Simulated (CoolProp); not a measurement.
Vapour-liquid equilibrium of n-hexane (1) + n-decane (2) at 0.293 MPa; x and y are mole fractions of (1).

Values from CoolProp's multi-fluid Helmholtz-energy mixture model, Thol 2019 and Lemmon 2006; pair parameters Kunz 2012.

```tsv
x	bubble temperature (K)	y at the bubble point	dew temperature at overall composition x (K)	liquid density (mol/L)
0.05	482.3	0.233	491.9	4.059
0.2	451.4	0.661	484.2	4.467
0.35	428.6	0.843	475.4	4.856
0.5	412.0	0.924	465.2	5.239
0.65	399.6	0.964	452.5	5.634
0.8	390.0	0.985	435.2	6.051
0.95	382.3	0.997	404.5	6.497
```

No azeotrope shows between x = 0.05 and 0.95.

Pair parameters are fitted to limited data, so mixtures are less certain than the pure fluids.
